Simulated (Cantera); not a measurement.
Input: 1 mol borazine, 6.1 mol O2, 1.7 mol N2, 2.9 mol H2O, at 0.920 bar.

These are equilibrium values from Cantera (NASA tables, ideal gas, pure condensed phases), not measurements of a reactor. Candidate condensed phases: B, BN, B2O3, B3O3H3, H2O; 39 gas species. The feed counts by its element totals alone. Gases not in the tables: H3BO3. Equilibrium is a limit: real reactors are often held back by kinetics, nucleation or transport.

log p: log10 of the partial pressure in bar; n: condensed amount in mol.

```csv
T (°C),log p H2O,log p N2,log p O2,log p (HBO2)3,log p HBO2,n B2O3(l)
675,-0.34,-0.59,-0.72,-1.94,-5.25,1.29
725,-0.33,-0.59,-0.72,-2.05,-4.77,1.34
775,-0.33,-0.59,-0.72,-2.15,-4.33,1.37
825,-0.33,-0.59,-0.72,-2.25,-3.94,1.39
875,-0.33,-0.59,-0.72,-2.34,-3.58,1.41
925,-0.33,-0.59,-0.72,?,?,1.43
975,-0.33,-0.59,-0.72,-2.50,-2.96,1.43
1025,-0.33,-0.59,-0.72,-2.57,-2.69,1.44
1075,-0.33,-0.59,-0.72,?,?,1.43
1125,-0.33,-0.59,-0.73,-2.71,-2.20,1.42
1175,-0.33,-0.59,-0.73,-2.78,-1.99,1.40
```

Task: Fill in the missing entries.

Result: 
- 925, log p (HBO2)3: -2.42
- 925, log p HBO2: -3.26
- 1075, log p (HBO2)3: -2.64
- 1075, log p HBO2: -2.44
